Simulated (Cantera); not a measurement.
Feed: 1 mol SiH2Cl2, a varied amount of HCl, 6 mol N2, at 22.0 mbar.

These are equilibrium values from Cantera (NASA tables, ideal gas, pure condensed phases), not measurements of a reactor. Candidate condensed phases: NH4Cl, Si, Si3N4; 28 gas species. The tables' values for SiCl3 are old estimates. Equilibrium is a limit: real reactors are often held back by kinetics, nucleation or transport.

What condenses at these points (T in K, n(HCl) in mol): (1650, 2.3); (1625, 3.2); (1750, 3.2); (1725, 3.7); (1650, 1.4)?


```csv
T (K),n(HCl) in mol,condensed phases,Si condensed (%)
1650,2.3,gas only,0.0
1625,3.2,gas only,0.0
1750,3.2,gas only,0.0
1725,3.7,gas only,0.0
1650,1.4,Si3N4,3.1
```
